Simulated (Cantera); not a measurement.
An isothermal, constant-pressure homogeneous reactor starts with CH4 : CO2 : H2 = 1 : 1 : 0.1 (molar parts), at 1500 K and 910000 Pa.

Detailed kinetics in Cantera: GRI-Mech 3.0 (53 species, 325 reactions).

Q: Predict: x(CH4) at 30.0 s; x(CO2) at 30.0 s; x(H2) at 30.0 s; x(OH) at 30.0 s; x(CH2CO) at 30.0 s.

A: 
| Property | Result |
|---|---|
| x(CH4) at 30.0 s | 0.0998 (gas-phase equilibrium 0.00550) |
| x(CO2) at 30.0 s | 0.0391 (gas-phase equilibrium 0.00150) |
| x(H2) at 30.0 s | 0.336 (gas-phase equilibrium 0.503) |
| x(OH) at 30.0 s | 2.23e-8 (gas-phase equilibrium 9.50e-10) |
| x(CH2CO) at 30.0 s | 2.86e-6 (gas-phase equilibrium 9.98e-8) |
